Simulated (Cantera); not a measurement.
Charge: 1 mol SiO₂, 8.3 mol F₂, 0.85 mol Cl₂, equilibrated at 1648.15 K and 100000 Pa.

Equilibrium computed with Cantera from the NASA thermochemical tables; the gas is ideal and each condensed phase is pure. Candidate condensed phases: Si, SiO₂; 26 gas species. The numbers say what is thermodynamically allowed, not how fast it happens.

Base state: F 0.721, ClF 0.117, SiF₄ 0.0698, O₂ 0.0697, F₂ 0.0209, Cl 0.00168, Cl₂ 0.000135, FO 6.77e-5 (mole fractions); condensed: gas only.

**Question.** What changes in the equilibrium state with this change: pressure from 100000 Pa to 1330 Pa?

**Answer.** 
```
species    before     after
-------  --------  --------
F           0.721     0.762
SiF₄       0.0698    0.0647
O₂         0.0697    0.0647
ClF         0.117    0.0525
Cl        0.00168    0.0538
F₂         0.0209  0.000312
FO₂       1.51e-5   1.97e-7
Cl₂      0.000135   0.00183
FO        6.77e-5   7.96e-6
```

**Question.** What changes in the equilibrium state with this change: Cl₂ from 0.85 to 3.6 mol?

**Answer.** 
```tsv
species	before	after
ClF	0.117	0.459
F	0.721	0.380
SiF₄	0.0698	0.0675
F₂	0.0209	0.00583
Cl	0.00168	0.0125
O₂	0.0697	0.0675
Cl₂	0.000135	0.00747
ClO	9.19e-6	6.73e-5
FO₂	1.51e-5	7.70e-6
```

**Question.** What changes in the equilibrium state with this change: temperature from 1648.15 K to 1423 K?

**Answer.** 
```json
[
 {"species": "F", "before": "0.721", "after": "0.615"},
 {"species": "ClF", "before": "0.117", "after": "0.129"},
 {"species": "F₂", "before": "0.0209", "after": "0.105"},
 {"species": "O₂", "before": "0.0697", "after": "0.0756"},
 {"species": "SiF₄", "before": "0.0698", "after": "0.0757"},
 {"species": "ClF₃", "before": "6.17e-7", "after": "1.10e-5"},
 {"species": "Cl", "before": "0.00168", "after": "0.000108"},
 {"species": "Cl₂", "before": "0.000135", "after": "1.02e-5"}
]
```
